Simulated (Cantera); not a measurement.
Cantera run:

```python
import numpy as np
import cantera as ct

gas_names = [...]  # 113 gases of nasa_gas.yaml made of C, Cu, H, O
cond_names = """
    C(gr) C6H6(L) C7H8(L) C8H18(L),n-octa Cu(cr) Cu(L) CuO(s) CuO2H2(s) Cu2O(s) Cu2O(L) H2O(s) H2O(L)
""".split()


# ... load() reads the species with a 1 bar reference pressure and builds the phases ...
atoms = {
    'Cu2O': {'Cu': 2, 'O': 1},
    'CO': {'C': 1, 'O': 1},
    'CH4': {'C': 1, 'H': 4},
}
top_T = {'C(gr)': 4500, 'CuO(s)': 1390}  # K; cautious upper limits of use, not melting points


# ... equilibrate(T, P, feed) seeds the gas with the atoms and calls Mixture.equilibrate('TP', solver="vcs", rtol=1e-11, max_steps=5000) ...
results = []
feed = {'Cu2O': 1, 'CO': 5.7, 'CH4': 1.4}  # mol
for P in [10, 68, 460, 3200, 22000, 150000, 1000000]:
    for T in [1298, 1448, 1598, 1748, 1898, 2048, 2198, 2348, 2498]:
        mix = equilibrate(T, P, feed)
        results.append((T, P, feed, dict(zip(mix.species_names, mix.species_moles))))

for T, P, feed, n in results:
    print(f"{T:7g} {P:10.4g}  " + (" + ".join(c for c in cond_names if n.get(c, 0) > 1e-12) or "gas only"))
```

Result:

```
   1298         10  C(gr) + Cu(cr)
   1448         10  C(gr) + Cu(L)
   1598         10  C(gr)
   1748         10  C(gr)
   1898         10  C(gr)
   2048         10  C(gr)
   2198         10  C(gr)
   2348         10  C(gr)
   2498         10  C(gr)
   1298         68  C(gr) + Cu(cr)
   1448         68  C(gr) + Cu(L)
   1598         68  C(gr) + Cu(L)
   1748         68  C(gr)
   1898         68  C(gr)
   2048         68  C(gr)
   2198         68  C(gr)
   2348         68  C(gr)
   2498         68  C(gr)
   1298        460  C(gr) + Cu(cr)
   1448        460  C(gr) + Cu(L)
   1598        460  C(gr) + Cu(L)
   1748        460  C(gr) + Cu(L)
   1898        460  C(gr)
   2048        460  C(gr)
   2198        460  C(gr)
   2348        460  C(gr)
   2498        460  C(gr)
   1298       3200  C(gr) + Cu(cr)
   1448       3200  C(gr) + Cu(L)
   1598       3200  C(gr) + Cu(L)
   1748       3200  C(gr) + Cu(L)
   1898       3200  C(gr) + Cu(L)
   2048       3200  C(gr)
   2198       3200  C(gr)
   2348       3200  C(gr)
   2498       3200  C(gr)
   1298    2.2e+04  C(gr) + Cu(cr)
   1448    2.2e+04  C(gr) + Cu(L)
   1598    2.2e+04  C(gr) + Cu(L)
   1748    2.2e+04  C(gr) + Cu(L)
   1898    2.2e+04  C(gr) + Cu(L)
   2048    2.2e+04  C(gr) + Cu(L)
   2198    2.2e+04  C(gr) + Cu(L)
   2348    2.2e+04  C(gr)
   2498    2.2e+04  C(gr)
   1298    1.5e+05  C(gr) + Cu(cr)
   1448    1.5e+05  C(gr) + Cu(L)
   1598    1.5e+05  C(gr) + Cu(L)
   1748    1.5e+05  C(gr) + Cu(L)
   1898    1.5e+05  C(gr) + Cu(L)
   2048    1.5e+05  C(gr) + Cu(L)
   2198    1.5e+05  C(gr) + Cu(L)
   2348    1.5e+05  C(gr) + Cu(L)
   2498    1.5e+05  C(gr) + Cu(L)
   1298      1e+06  C(gr) + Cu(cr)
   1448      1e+06  C(gr) + Cu(L)
   1598      1e+06  C(gr) + Cu(L)
   1748      1e+06  C(gr) + Cu(L)
   1898      1e+06  C(gr) + Cu(L)
   2048      1e+06  C(gr) + Cu(L)
   2198      1e+06  C(gr) + Cu(L)
   2348      1e+06  C(gr) + Cu(L)
   2498      1e+06  C(gr) + Cu(L)
```

These are equilibrium values from Cantera (NASA tables, ideal gas, pure condensed phases), not measurements of a reactor.
